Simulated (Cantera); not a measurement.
Hydrocarbon pyrolysis for carbon deposition

A perfectly stirred reactor is fed with 11.8 % CH4, 88.2 % H2, at 760 Torr; it is held at 2000 K, and followed from long to short residence time.

Detailed kinetics in Cantera: GRI-Mech 3.0 (53 species, 325 reactions). GRI-Mech 3.0 stops at C3 and has no aromatics, soot or wall deposition, so with more carbon than oxygen in the feed, carbon stays in small species such as C2H2 where larger ones or solid carbon would form.

```
τ (s)      x CH4   x H2    x C2H    x C2H4   x C2H6   x C2H2
-------  -------  -----  -------  --------  -------  -------
2.7      0.00363  0.944  1.58e-6  0.000324  1.88e-7   0.0506
0.97     0.00430  0.943  1.57e-6  0.000323  2.42e-7   0.0503
0.35     0.00576  0.943  1.55e-6  0.000320  3.91e-7   0.0496
0.12     0.00873  0.941  1.50e-6  0.000317  8.27e-7   0.0482
0.044     0.0136  0.938  1.42e-6  0.000315  1.92e-6   0.0460
0.016     0.0215  0.934  1.29e-6  0.000325  4.66e-6   0.0423
0.0056    0.0342  0.926  1.10e-6  0.000369  1.14e-5   0.0364
0.0020    0.0516  0.917  8.34e-7  0.000485  2.52e-5   0.0283
0.00071   0.0726  0.905  5.28e-7  0.000691  4.78e-5   0.0184
0.00025   0.0925  0.894  2.49e-7  0.000894  7.21e-5  0.00904
```
x: mole fraction; the columns are a selection and need not sum to one.
